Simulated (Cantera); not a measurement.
Feed: 1 mol SiH₂Cl₂, 0.019 mol HCl, 32 mol H₂, held at 1298.15 K.

These are equilibrium values from Cantera (NASA tables, ideal gas, pure condensed phases), not measurements of a reactor. Candidate condensed phases: Si; 19 gas species. Rates play no part.

Question: What share of the Si ends up in condensed phases as a function of P (Pa), at 100, 230, 540, 1300, 2900, 6800, 16000, 37000, 86000, 200000?

Answer: 
```tsv
P (Pa)	Si condensed (%)	as
100	78.7	Si(s)
230	78.6	Si(s)
540	78.4	Si(s)
1300	78.0	Si(s)
2900	77.3	Si(s)
6800	76.1	Si(s)
16000	74.2	Si(s)
37000	71.5	Si(s)
86000	67.8	Si(s)
200000	63.4	Si(s)
```
